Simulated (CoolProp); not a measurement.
Vapour-liquid equilibrium of carbon dioxide (1) + CH3F (R41) (2) at -21.45 °C; x and y are mole fractions of (1).

Model: multi-fluid Helmholtz-energy mixture model, Span 1996 and Lemmon 2006; pair parameters Bell 2016, in CoolProp.

```
x     bubble pressure, mixture model (kPa)  bubble pressure, Raoult's law (kPa)  y, mixture model  y, Raoult's law
----  ------------------------------------  -----------------------------------  ----------------  ---------------
0.05                                   ___                                 1127             0.075            0.084
0.15                                  1198                                 1206             0.211            0.234
0.25                                  1269                                 1286             0.334            0.366
0.35                                  1341                                 1366             0.447            0.483
0.45                                   ___                                 1445             0.551            0.586
0.55                                   ___                                 1525             0.648            0.679
0.65                                   ___                                 1604             0.739            0.763
0.75                                   ___                                 1684             0.823            0.839
0.85                                  1742                                 1764             0.900            0.908
0.95                                  1835                                 1843               ___            0.971
```

Fill in the missing entries.


- 0.05, bubble pressure, mixture model (kPa): 1125
- 0.45, bubble pressure, mixture model (kPa): 1414
- 0.55, bubble pressure, mixture model (kPa): 1490
- 0.65, bubble pressure, mixture model (kPa): 1570
- 0.75, bubble pressure, mixture model (kPa): 1654
- 0.95, y, mixture model: 0.969

The largest gap from Raoult's law is -2.3 % in bubble pressure, at x = 0.55. No azeotrope shows between x = 0.05 and 0.95.

Pair parameters are fitted to limited data, so mixtures are less certain than the pure fluids.
